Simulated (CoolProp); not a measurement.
Properties of R236EA at several states (Tc = 139.3 °C, pc = 3.414 MPa, ω = 0.368).

The numbers come from the reference Helmholtz-energy equation of state, Rui 2013 in CoolProp.

| T (°C) | p (MPa) | phase | density (kg/m³) | speed of sound (m/s) | Joule-Thomson coefficient (K/MPa) | expansivity (1/kK) | conductivity (mW/(m K)) |
|---|---|---|---|---|---|---|---|
| 58.65 | 0.0783 | gas | 4.393 | 136.9 | ? | 3.214 | ? |
| -18.15 | 6 | liquid | 1569 | ? | -0.2992 | 1.703 | 99.4 |
| 95.95 | 0.0121 | gas | 0.6006 | 146.1 | ? | 2.727 | ? |
| 23.75 | 0.746 | liquid | 1433 | 596.5 | -0.1903 | ? | 80.5 |
| -7.35 | 0.0203 | gas | 1.411 | 123.9 | 34.11 | 3.907 | ? |

Q: Some entries are withheld; supply them.

A: 
- 58.65, Joule-Thomson coefficient (K/MPa): 16.60
- 58.65, conductivity (mW/(m K)): 16.9
- -18.15, speed of sound (m/s): 794.0
- 95.95, Joule-Thomson coefficient (K/MPa): 11.51
- 95.95, conductivity (mW/(m K)): 19.7
- 23.75, expansivity (1/kK): 2.216
- -7.35, conductivity (mW/(m K)): 12.1

Thermal conductivity comes from a separate model (Huber 2003), an estimate that may be off by 10 % or more.
